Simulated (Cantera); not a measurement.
Feed: 1 mol Fe, 0.036 mol H2O, 190 mol H2, at 165 Torr.

These are equilibrium values from Cantera (NASA tables, ideal gas, pure condensed phases), not measurements of a reactor. Candidate condensed phases: Fe, FeO, Fe(OH)2, Fe(OH)3, Fe2O3, Fe3O4, H2O; 12 gas species. Rates play no part.

x: gas mole fraction; n: condensed amount in mol.

```json
[
 {"T (°C)": "600", "x H2": "1.000", "x H": "9.97e-11", "x Fe": "<1e-12", "x H2O": "0.000189", "x OH": "<1e-12", "x FeO": "<1e-12", "n Fe(α)": "1.00", "n Fe(γ)": "0", "n Fe(δ)": "0", "n Fe(l)": "0"},
 {"T (°C)": "700", "x H2": "1.000", "x H": "2.30e-9", "x Fe": "<1e-12", "x H2O": "0.000189", "x OH": "<1e-12", "x FeO": "<1e-12", "n Fe(α)": "1.00", "n Fe(γ)": "0", "n Fe(δ)": "0", "n Fe(l)": "0"},
 {"T (°C)": "800", "x H2": "1.000", "x H": "2.99e-8", "x Fe": "[?]", "x H2O": "0.000189", "x OH": "<1e-12", "x FeO": "<1e-12", "n Fe(α)": "1.00", "n Fe(γ)": "0", "n Fe(δ)": "0", "n Fe(l)": "0"},
 {"T (°C)": "900", "x H2": "1.000", "x H": "2.51e-7", "x Fe": "[?]", "x H2O": "0.000189", "x OH": "<1e-12", "x FeO": "<1e-12", "n Fe(α)": "1.00", "n Fe(γ)": "0", "n Fe(δ)": "0", "n Fe(l)": "0"},
 {"T (°C)": "1000", "x H2": "1.000", "x H": "1.52e-6", "x Fe": "[?]", "x H2O": "0.000189", "x OH": "3.32e-12", "x FeO": "<1e-12", "n Fe(α)": "0", "n Fe(γ)": "1.00", "n Fe(δ)": "0", "n Fe(l)": "0"},
 {"T (°C)": "1100", "x H2": "1.000", "x H": "7.10e-6", "x Fe": "[?]", "x H2O": "0.000189", "x OH": "2.40e-11", "x FeO": "<1e-12", "n Fe(α)": "0", "n Fe(γ)": "1.000", "n Fe(δ)": "0", "n Fe(l)": "0"},
 {"T (°C)": "1200", "x H2": "1.000", "x H": "2.70e-5", "x Fe": "[?]", "x H2O": "0.000189", "x OH": "1.33e-10", "x FeO": "<1e-12", "n Fe(α)": "0", "n Fe(γ)": "1.000", "n Fe(δ)": "0", "n Fe(l)": "0"},
 {"T (°C)": "1300", "x H2": "1.000", "x H": "8.67e-5", "x Fe": "[?]", "x H2O": "0.000189", "x OH": "5.93e-10", "x FeO": "3.05e-12", "n Fe(α)": "0", "n Fe(γ)": "0.999", "n Fe(δ)": "0", "n Fe(l)": "0"},
 {"T (°C)": "1400", "x H2": "1.000", "x H": "0.000243", "x Fe": "[?]", "x H2O": "0.000189", "x OH": "2.21e-9", "x FeO": "2.69e-11", "n Fe(α)": "0", "n Fe(γ)": "0", "n Fe(δ)": "0.997", "n Fe(l)": "0"},
 {"T (°C)": "1500", "x H2": "0.999", "x H": "0.000606", "x Fe": "[?]", "x H2O": "0.000189", "x OH": "7.12e-9", "x FeO": "1.83e-10", "n Fe(α)": "0", "n Fe(γ)": "0", "n Fe(δ)": "0.983", "n Fe(l)": "0"},
 {"T (°C)": "1600", "x H2": "0.998", "x H": "0.00137", "x Fe": "[?]", "x H2O": "0.000189", "x OH": "2.02e-8", "x FeO": "9.81e-10", "n Fe(α)": "0", "n Fe(γ)": "0", "n Fe(δ)": "0", "n Fe(l)": "0.932"},
 {"T (°C)": "1700", "x H2": "0.996", "x H": "0.00287", "x Fe": "[?]", "x H2O": "0.000189", "x OH": "5.17e-8", "x FeO": "4.32e-9", "n Fe(α)": "0", "n Fe(γ)": "0", "n Fe(δ)": "0", "n Fe(l)": "0.768"}
]
```

Some entries are withheld; supply them.


- 800, x Fe: 1.88e-12
- 900, x Fe: 8.92e-11
- 1000, x Fe: 2.26e-9
- 1100, x Fe: 3.55e-8
- 1200, x Fe: 3.80e-7
- 1300, x Fe: 2.99e-6
- 1400, x Fe: 1.82e-5
- 1500, x Fe: 8.99e-5
- 1600, x Fe: 0.000359
- 1700, x Fe: 0.00122
